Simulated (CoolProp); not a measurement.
Saturated liquid density (kg/m³) of R143a: the reference equation beside estimates from Tc = 345.9 K, pc = 3.762 MPa, ω = 0.261. Rackett uses Z = 0.29056 − 0.08775 ω.

Model: reference Helmholtz-energy equation of state, Lemmon and Jacobsen 2000, in CoolProp.

```csv
T (K),reference,Rackett,Soave-Redlich-Kwong
238.7,1131,1055,956.7
244.4,1114,1040,941.6
250.2,1097,1024,925.5
256,1080,1007,908.7
261.7,1062,990.7,891.3
267.5,1043,973.2,872.7
273.2,1024,955.5,853.5
279,1004,936.7,832.9
284.7,983.4,917.5,811.4
290.5,961.3,897.1,788.2
296.2,938.4,875.9,764.0
```

Absolute difference from the reference over all 11 rows, mean and median: Rackett 6.7 and 6.7 %, Soave-Redlich-Kwong 16.6 and 16.3 %.
